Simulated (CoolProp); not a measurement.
Vapour pressure (kPa) of ethylbenzene: the reference equation beside estimates from Tc = 344.0 °C, pc = 3622 kPa, ω = 0.304.

Computed with CoolProp (reference Helmholtz-energy equation of state, Zhou 2012).

```
T (°C)  reference  van der Waals  Redlich-Kwong
------  ---------  -------------  -------------
187.15      334.7          996.2          529.5
192.05      369.6           1049          574.5
196.95      407.1           1103          622.2
201.85      447.5           1159          672.6
206.65      489.9           1215          724.6
211.55      536.2           1275          780.5
216.45      585.8           1336          839.4
221.35      638.8           1399          901.2
226.25      695.2           1464          966.2
231.05      754.0           1530           1033
235.95      817.9           1598           1104
240.85      885.7           1669           1179
245.75      957.6           1741           1256
```

Absolute difference from the reference over all 13 rows, mean and median: van der Waals 132.6 and 128.1 %, Redlich-Kwong 43.8 and 43.3 %.
